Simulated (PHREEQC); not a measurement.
Make-up at 20 °C: 0.012 mol H2SeO4, 4.1e-05 mol H2SO4 and 0.067 mol NaCl per kg of water. Closed to the air; pH follows from the charge balance.

All values are PHREEQC results (ion-association model, wateq4f.dat), not measurements.

Precipitation was switched off in this run.

### Question
Predict the pH.

### Answer
pH 1.76.

### Question
In which forms is S present?

### Answer
SO4-2 54 %, HSO4- 40 %, NaSO4- 6.6 % of the S.

Species that the database lacks are ignored.
